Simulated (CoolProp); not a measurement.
Vapour-liquid equilibrium of ethylene (1) + ethane (2) at -79.15 °C; x and y are mole fractions of (1).

Computed with CoolProp (multi-fluid Helmholtz-energy mixture model, Smukala 2000 and Bücker 2006; pair parameters Bell 2016).

| x | bubble pressure (MPa) | y at the bubble point | dew pressure at overall composition x (MPa) | liquid density (mol/L) |
|---|---|---|---|---|
| 0.05 | 0.1762 | 0.111 | 0.1693 | 17.74 |
| 0.125 | 0.1929 | 0.246 | 0.1778 | 17.82 |
| 0.2 | 0.2084 | 0.355 | 0.1869 | 17.91 |
| 0.275 | 0.2230 | 0.447 | 0.1969 | 18.00 |
| 0.35 | 0.2369 | 0.527 | 0.2077 | 18.09 |
| 0.425 | 0.2504 | 0.599 | 0.2194 | 18.18 |
| 0.5 | 0.2637 | 0.665 | 0.2320 | 18.27 |
| 0.575 | 0.2769 | 0.725 | 0.2458 | 18.37 |
| 0.65 | 0.2901 | 0.781 | 0.2607 | 18.46 |
| 0.725 | 0.3034 | 0.834 | 0.2769 | 18.56 |
| 0.8 | 0.3168 | 0.884 | 0.2947 | 18.66 |
| 0.875 | 0.3304 | 0.930 | 0.3144 | 18.76 |
| 0.95 | 0.3441 | 0.973 | 0.3366 | 18.86 |

No azeotrope shows between x = 0.05 and 0.95.

The pair parameters rest on a limited set of measurements; away from them the model extrapolates.
